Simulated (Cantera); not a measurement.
Input: 1 mol AlBr₃, 5.4 mol NH₃, 8.1 mol H₂, equilibrated at 3.10 mbar.

Method: chemical equilibrium by Gibbs-energy minimisation in Cantera with the NASA 1993 tables (ideal gas, pure condensed phases). Candidate condensed phases: Al, AlBr₃, AlN, Br₂; 19 gas species. Equilibrium is a limit: real reactors are often held back by kinetics, nucleation or transport.

Question: At 1175 °C, list the 4 most abundant gas species with their mole fractions, and the condensed phases.

Answer: H₂ 0.768, N₂ 0.124, HBr 0.0774, AlBr₃ 0.0209. Condensed: AlN(s).
